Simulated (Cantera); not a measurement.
An isothermal, constant-pressure homogeneous reactor starts with 3.12 % CH4, 96.9 % N2, at 1300 K and 100.0 Torr.

Computed with Cantera and GRI-Mech 3.0 (53 species, 325 reactions). GRI-Mech 3.0 stops at C3 and has no aromatics, soot or wall deposition, so with more carbon than oxygen in the feed, carbon stays in small species such as C2H2 where larger ones or solid carbon would form.

x: mole fraction; the columns are a selection and need not sum to one.

```tsv
t (s)	x CH4	x HCN	x H	x C2H2	x CH3	x CH2	x C2H
1.00e-5	0.0312	<1e-12	9.43e-11	<1e-12	1.37e-10	<1e-12	<1e-12
3.62e-5	0.0312	<1e-12	2.14e-10	<1e-12	6.23e-10	<1e-12	<1e-12
0.000131	0.0312	<1e-12	2.72e-10	<1e-12	2.75e-9	<1e-12	<1e-12
0.000473	0.0312	<1e-12	2.73e-10	<1e-12	1.07e-8	<1e-12	<1e-12
0.00171	0.0312	<1e-12	2.73e-10	<1e-12	(withheld)	<1e-12	<1e-12
0.00618	0.0312	<1e-12	2.73e-10	<1e-12	1.43e-7	<1e-12	<1e-12
0.0224	0.0312	<1e-12	2.76e-10	<1e-12	5.10e-7	<1e-12	<1e-12
0.0809	0.0312	<1e-12	3.10e-10	4.19e-11	1.61e-6	2.58e-12	<1e-12
0.292	0.0312	<1e-12	4.31e-10	4.30e-9	3.12e-6	9.71e-12	<1e-12
1.06	0.0312	<1e-12	9.07e-10	2.42e-7	5.37e-6	2.85e-11	<1e-12
3.82	0.0311	<1e-12	3.86e-9	1.22e-5	8.49e-6	7.11e-11	<1e-12
13.8	0.0304	1.81e-12	1.81e-8	0.000247	8.82e-6	7.85e-11	1.84e-12
50.0	0.0283	1.64e-11	(withheld)	(withheld)	(withheld)	5.41e-11	7.57e-12
```

Complete the blanks.


- 0.00171, x CH3: 3.93e-8
- 50.0, x H: 5.41e-8
- 50.0, x C2H2: 0.00130
- 50.0, x CH3: 7.05e-6
